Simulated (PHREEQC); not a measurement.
Consider water at 25 °C with 0.0043 mol/kgw NaHS and 0.00035 mol/kgw NaHCO3. Closed to the air; pH follows from the charge balance.

Model: ion-association model, phreeqc.dat, run in PHREEQC.

No solid was allowed to form.

Question: Predict the pH, specific conductance.

Answer: pH 9.02; specific conductance 502 µS/cm.

Question: In which forms is C present?

Answer: HCO3- 94 %, CO3-2 5.7 % of the C.

Species that the database lacks are ignored.
